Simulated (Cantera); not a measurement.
Input: 1 mol SiO2, 0.23 mol MgO, 1.8 mol H2, equilibrated at 1675 K and 79.0 Pa.

Method: chemical equilibrium by Gibbs-energy minimisation in Cantera with the NASA 1993 tables (ideal gas, pure condensed phases). Candidate condensed phases: H2O, Mg, MgO, Mg(OH)2, MgSiO3, Mg2SiO4, Si, SiO2; 24 gas species. Mutual solubility and eutectic melting of coexisting phases are not modelled. The tables hold silica as quartz up to 1696 K and as liquid above; real silica turns to tridymite and cristobalite and melts near 1996 K. Condensed phases not in the tables: alloys, solid solutions and most ternary compounds. Kinetics and transport are ignored.

Task: What is the equilibrium state?

Result: 
* **x(H2)**: 0.968
* **x(H2O)**: 0.0141
* **x(SiO)**: 0.0136
* **x(H)**: 0.00406
* **x(Mg)**: 0.000502
* **x(OH)**: 2.87e-6
* **n(MgSiO3(s))**: 0.229 mol
* **n(SiO2(β-quartz))**: 0.746 mol
* **gas amount**: 1.830 mol
* **log10 activity of Si(s) (absent)**: -5.84
* **log10 activity of Mg(l) (absent)**: -7.30
